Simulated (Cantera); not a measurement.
A Cantera script and what it prints.

```python
import numpy as np
import cantera as ct

gas_names = [...]  # 118 gases of nasa_gas.yaml made of C, Cl, F, H
cond_names = """
    C(gr) C6H6(L) C7H8(L) C8H18(L),n-octa
""".split()


# ... load() reads the species with a 1 bar reference pressure and builds the phases ...
atoms = {
    'CH3Cl': {'C': 1, 'H': 3, 'CL': 1},
    'F2': {'F': 2},
}
top_T = {'C(gr)': 4500}  # K; cautious upper limits of use, not melting points


# ... equilibrate(T, P, feed) seeds the gas with the atoms and calls Mixture.equilibrate('TP', solver="vcs", rtol=1e-11, max_steps=5000) ...
results = []
feed = {'CH3Cl': 1, 'F2': 2.2}  # mol
T = 948.15  # K
P = 1.3  # Pa
mix = equilibrate(T, P, feed)
results.append((T, P, feed, dict(zip(mix.species_names, mix.species_moles))))
x = sorted(zip(gas.X, gas.species_names), reverse=True)
print(f"T = {T:g} K  P = {P:g} Pa  gas = {mix.phase_moles(0):.4g} mol")
print("   x: " + "  ".join(f"{s} {v:.3e}" for v, s in x if v > 0.0001))
print("   condensed (mol): " + ("  ".join(f"{mix.phase(i).name} {mix.phase_moles(i):.4g}"
      for i in range(1, mix.n_phases) if mix.phase_moles(i) > 1e-12) or "none"))
```

Result:

```
T = 948.15 K  P = 1.3 Pa  gas = 3.716 mol
   x: HF 6.432e-01  HCL 1.641e-01  CF4 1.348e-01  CL2 4.705e-02  CL 1.032e-02  CCLF3 5.392e-04
   condensed (mol): C(gr) 0.497
```

These are equilibrium values from Cantera (NASA tables, ideal gas, pure condensed phases), not measurements of a reactor. Gases not in the tables: C2F6 and larger saturated fluorocarbons.
